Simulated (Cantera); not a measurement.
Feed: 1 mol TiCl₄, a varied amount of O₂, equilibrated at 875 K and 10.0 Torr.

These are equilibrium values from Cantera (NASA tables, ideal gas, pure condensed phases), not measurements of a reactor. Candidate condensed phases: Ti, TiCl₂, TiCl₃, TiCl₄, TiO, TiO₂, Ti₂O₃, Ti₃O₅, Ti₄O₇; 15 gas species. Condensed phases not in the tables: TiOCl. Equilibrium is a limit: real reactors are often held back by kinetics, nucleation or transport.

Task: What share of the Ti ends up in condensed phases as a function of n(O₂) (mol), at 0.096, 0.13, 0.18, 0.24, 0.32, 0.44, 0.59, 0.8, 1.1, 1.5, 2?

Result: 
| n(O₂) (mol) | Ti condensed (%) | as |
|---|---|---|
| 0.096 | 9.6 | TiO₂(rutile) |
| 0.13 | 13.0 | TiO₂(rutile) |
| 0.18 | 18.0 | TiO₂(rutile) |
| 0.24 | 24.0 | TiO₂(rutile) |
| 0.32 | 32.0 | TiO₂(rutile) |
| 0.44 | 44.0 | TiO₂(rutile) |
| 0.59 | 59.0 | TiO₂(rutile) |
| 0.8 | 80.0 | TiO₂(rutile) |
| 1.1 | 100.0 | TiO₂(rutile) |
| 1.5 | 100.0 | TiO₂(rutile) |
| 2 | 100.0 | TiO₂(rutile) |
